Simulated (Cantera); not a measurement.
A closed system holds: 1 mol Si, 0.068 mol CO2, 38 mol CO, equilibrated at 0.240 bar.

Cantera equilibrium calculation (NASA polynomials, part measured and part estimated; ideal gas, pure solids and liquids). Candidate condensed phases: C, Si, SiC, SiO2; 20 gas species. Mutual solubility and eutectic melting of coexisting phases are not modelled. The tables hold silica as quartz up to 1696 K and as liquid above; real silica turns to tridymite and cristobalite and melts near 1996 K. Kinetics and transport are ignored.

log p: log10 of the partial pressure in bar; n: condensed amount in mol.

```
T (K)  log p CO  log p SiO  log p CO2  log p Si  log p SiC2  log p Si2C  n C(graphite)  n SiO2(β-quartz)  n SiC(s)  n SiO2(condensed)
-----  --------  ---------  ---------  --------  ----------  ----------  -------------  ----------------  --------  -----------------
1223      -0.62     -10.74      -3.10      <-12        <-12        <-12           2.05              1.00         0                  0
1323      -0.62          …          …      <-12        <-12        <-12           1.97              1.00         0                  0
1423      -0.62      -6.66      -4.11      <-12        <-12        <-12           1.94             1.000         0                  0
1523      -0.62      -5.03      -4.50    -11.58        <-12        <-12           1.94             0.999         0                  0
1623      -0.62      -3.60      -4.85     -9.23      -11.57      -12.14           1.90             0.962         0                  0
1723      -0.62      -2.56      -4.95     -7.57      -10.04       -9.73              0                 0     0.498             0.0629
1823      -0.63      -2.47      -5.25     -6.74       -8.90       -8.66              0                 0     0.466                  0
1923      -0.63      -2.47          …         …           …           …              0                 0     0.466                  0
2023      -0.63      -2.47      -5.81     -5.39       -6.89       -6.91              0                 0     0.466                  0
```

### Question
What belongs in the gaps?

### Answer

- 1323, log p SiO: -8.54
- 1323, log p CO2: -3.64
- 1923, log p CO2: -5.55
- 1923, log p Si: -6.03
- 1923, log p SiC2: -7.84
- 1923, log p Si2C: -7.74
